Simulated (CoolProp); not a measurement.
A single-stage vapour-compression cycle with R236EA: evaporating at 316.15 K (dew point), condensing at 340.15 K (bubble point), superheat 10 K, subcooling 8 K, compressor efficiency 0.9, no pressure losses. Each further row changes one setting.

Model: reference Helmholtz-energy equation of state, Rui 2013, in CoolProp.

| case | cooling COP | pressure ratio | discharge temperature (K) | refrigerating effect (kJ/kg) | volumetric capacity (kJ/m³) |
|---|---|---|---|---|---|
| as stated | 11.2 | 1.96 | 345.0 | 134 | 3080 |
| evaporating temperature 321.15 K | 14.8 | 1.69 | 346.0 | 138 | 3660 |
| condensing temperature 335.15 K | 14.6 | 1.72 | 341.1 | 141 | 3230 |
| subcooling 13 K | 11.8 | 1.96 | 345.0 | 141 | 3230 |
| superheat 20 K | 11.5 | 1.96 | 354.7 | 144 | 3160 |
| compressor efficiency 0.8 | 9.98 | 1.96 | 346.4 | 134 | 3080 |
